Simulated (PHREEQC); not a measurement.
Dissolve 3.9 mmol/kgw TMAH, 79 mmol/kgw NaAlO2 and 3.7 mmol/kgw Na2CO3 at 20 °C. Closed to the air; pH follows from the charge balance.

Model: ion-association model, phreeqc.dat, run in PHREEQC.

Each row changes one thing in this solution. This is a speciation only: nothing precipitates in the calculation.

```
case                                     pH  ionic strength (mol/kgw)  Al(OH)3 (mol/kgw)  SI of Al(OH)3(a) (Al(OH)3)
------------------------------------  -----  ------------------------  -----------------  --------------------------
as made                               11.65                    0.0915            7.66e-8                       -0.79
TMAH from 0.0039 to 0.0078 mol/kgw    11.95                    0.0955            3.88e-8                       -1.09
Na2CO3 from 0.0037 to 0.0185 mol/kgw  11.66                     0.125                [?]                       -0.82
Na2CO3 left out                       11.65                    0.0829            7.80e-8                       -0.79
0.0072 mol/kgw CO2 added               8.62                    0.0902                [?]                         [?]
temperature from 20 to 15 °C          11.83                    0.0919            5.33e-8                       -0.76
Na2CO3 from 0.0037 to 0.0074 mol/kgw  11.65                     0.100                [?]                       -0.80
diluted 100-fold with water            9.96                  0.000914            4.70e-8                       -1.02
```

### Question
What belongs in the gaps?

### Answer

- Na2CO3 from 0.0037 to 0.0185 mol/kgw, Al(OH)3 (mol/kgw): 7.23e-8
- 0.0072 mol/kgw CO2 added, Al(OH)3 (mol/kgw): 8.16e-5
- 0.0072 mol/kgw CO2 added, SI of Al(OH)3(a) (Al(OH)3): +2.23
- Na2CO3 from 0.0037 to 0.0074 mol/kgw, Al(OH)3 (mol/kgw): 7.54e-8

Some of these states are supersaturated (in Gibbsite (slow to form), Al(OH)3(a), for instance). (CH3)4N+ isn't in the database: it is added as a free cation with an ion size of 4 Å.
